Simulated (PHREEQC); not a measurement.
Make-up at 20 °C: 0.055 mol NH4Cl, 0.0032 mol NaOH and 0.00023 mol KCl per kg of water. Closed to the air; pH follows from the charge balance.

All values are PHREEQC results (ion-association model, wateq4f.dat), not measurements.

Each row changes one thing in this solution. Precipitation was switched off in this run.

```
case                                   pH  NH3 (mol/kgw)
-----------------------------------  ----  -------------
as made                              8.28        0.00320
NaOH from 0.0032 to 0.0048 mol/kgw      ?        0.00480
NaOH from 0.0032 to 0.00352 mol/kgw  8.32        0.00352
NaOH left out                           ?              ?
temperature from 20 to 10 °C         8.61        0.00320
0.098 mol/kgw HBr added                 ?       2.17e-10
```

Question: Complete the blanks.

Answer: 
- NaOH from 0.0032 to 0.0048 mol/kgw, pH: 8.47
- NaOH left out, pH: 5.41
- NaOH left out, NH3 (mol/kgw): 4.58e-6
- 0.098 mol/kgw HBr added, pH: 1.11

At this temperature some constants are extrapolated from 25 °C, and those without enthalpy data are left unchanged.
